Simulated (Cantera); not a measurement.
An adiabatic, constant-volume homogeneous reactor starts with 8.24 % CO, 5.36 % H2, 0.824 % CH4, 18.0 % O2, 67.6 % N2, equivalence ratio 0.47, at 1550 K and 750 Torr.

Computed with Cantera and GRI-Mech 3.0 (53 species, 325 reactions).

One state of this run: T (K) = 2650; P (bar) = 1.62; x CO = 0.0159; x H2 = 0.00196; x CH4 = <1e-12; x CH3 = <1e-12; x O = 0.00707. x: mole fraction; the columns are a selection and need not sum to one.

### Question
Which value of t (s) does it belong to?
A) 0.000111
B) 0.00548
C) 6.00e-6
D) 1.59e-5

### Answer
B, 0.00548
